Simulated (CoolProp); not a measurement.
Model: reference Helmholtz-energy equation of state, Lemmon 2006, in CoolProp. It is a short technical equation, of lower accuracy than the large ones.

**Question.** For acetone, give the phase and the Joule-Thomson coefficient (K/MPa) at 550 K and 0.327 bar; 550 K and 15.2 bar.

**Answer.** 
- 550 K and 0.327 bar: gas; Joule-Thomson coefficient 8.81
- 550 K and 15.2 bar: gas; Joule-Thomson coefficient 9.35
